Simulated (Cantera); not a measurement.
Input (Python, Cantera):

```python
import numpy as np
import cantera as ct

gas = ct.Solution("gri30.yaml")
gas.TPX = 1825, 22, {'CH4': 1, 'H2': 2.3}
reactor = ct.IdealGasConstPressureReactor(gas, energy="off", clone=False)
net = ct.ReactorNet([reactor])
net.rtol, net.atol = 1e-08, 1e-18
show = ['CH4', 'H2', 'CH3', 'C2H6', 'C2H4', 'H', 'C2H2']
times = np.geomspace(5e-06, 7, 11)

steps = ct.SolutionArray(gas, extra=["t"])
rows = []
print(f"{'t/s':>10s}{'T/K':>9s}{'P/Pa':>11s}" + "".join(f"{s:>11s}" for s in show))
for t in times:
    while net.time < t:
        t_next = net.step()
        steps.append(gas.state, t=t_next)
    rows.append([np.interp(t, steps.t, y) for y in (steps.T, steps.P, *steps(*show).X.T)])
    print(f"{t:10.3e}{rows[-1][0]:9.1f}{rows[-1][1]:11.4g}" + "".join(f"{x:11.3e}" for x in rows[-1][2:]))
rate = np.gradient(steps.T, steps.t)
print("integrator steps:", len(steps.t))
if steps.T.max() > steps.T[0] + 200:
    print(f"time of steepest temperature rise: {steps.t[rate.argmax()]:.4e} s")
gas.TPX = 1825, 22, {'CH4': 1, 'H2': 2.3}
gas.equilibrate("TP")
print(f"equilibrium (TP): T = {gas.T:.1f} K  " + "  ".join(f"{s} {gas[s].X[0]:.3e}" for s in show))
```

Result:

```
       t/s      T/K       P/Pa        CH4         H2        CH3       C2H6       C2H4          H       C2H2
 5.000e-06   1825.0         22  3.030e-01  6.970e-01  4.833e-08  1.660e-20  2.154e-18  4.774e-08  7.508e-24
 2.059e-05   1825.0         22  3.030e-01  6.970e-01  2.027e-07  1.330e-18  1.165e-16  1.928e-07  1.584e-21
 8.476e-05   1825.0         22  3.030e-01  6.970e-01  8.928e-07  1.542e-16  4.575e-15  7.358e-07  2.670e-19
 3.490e-04   1825.0         22  3.030e-01  6.970e-01  4.394e-06  3.291e-14  2.766e-13  2.311e-06  5.549e-17
 1.437e-03   1825.0         22  3.030e-01  6.970e-01  2.235e-05  9.638e-12  6.573e-11  5.252e-06  4.657e-14
 5.916e-03   1825.0         22  3.029e-01  6.970e-01  9.951e-05  1.576e-09  1.251e-08  1.412e-05  4.093e-11
 2.436e-02   1825.0         22  3.025e-01  6.970e-01  4.168e-04  9.442e-08  1.224e-06  5.062e-05  1.925e-08
 1.003e-01   1825.0         22  3.008e-01  6.972e-01  1.728e-03  2.423e-06  8.639e-05  2.042e-04  7.469e-06
 4.129e-01   1825.0         22  2.785e-01  7.067e-01  7.251e-03  3.617e-05  3.526e-03  9.549e-04  2.965e-03
 1.700e+00   1825.0         22  1.087e-01  8.108e-01  6.216e-03  1.957e-05  1.993e-03  2.359e-03  6.985e-02
 7.000e+00   1825.0         22  2.279e-02  8.657e-01  1.674e-03  1.195e-06  1.176e-04  3.179e-03  1.065e-01
integrator steps: 813
equilibrium (TP): T = 1825.0 K  CH4 2.843e-06  H2 8.576e-01  CH3 1.845e-06  C2H6 9.088e-14  C2H4 4.235e-07  H 2.770e-02  C2H2 1.146e-01
```

Cantera simulation using GRI-Mech 3.0 (53 species, 325 reactions); the numbers are that mechanism's predictions, not measurements. GRI-Mech 3.0 stops at C3 and has no aromatics, soot or wall deposition, so with more carbon than oxygen in the feed, carbon stays in small species such as C2H2 where larger ones or solid carbon would form. Radical loss at walls, strong at low pressure, is not modelled.
